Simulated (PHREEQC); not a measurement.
Consider water at 25 °C with 21 mmol/kgw TMAH and 0.065 mmol/kgw NaAlO2. Closed to the air; pH follows from the charge balance.

Model: ion-association model, phreeqc.dat, run in PHREEQC.

This is a speciation only: nothing precipitates in the calculation.

Task: Estimate the pH.

Result: pH 12.25.

(CH3)4N+ isn't in the database: it is added as a free cation with an ion size of 4 Å.
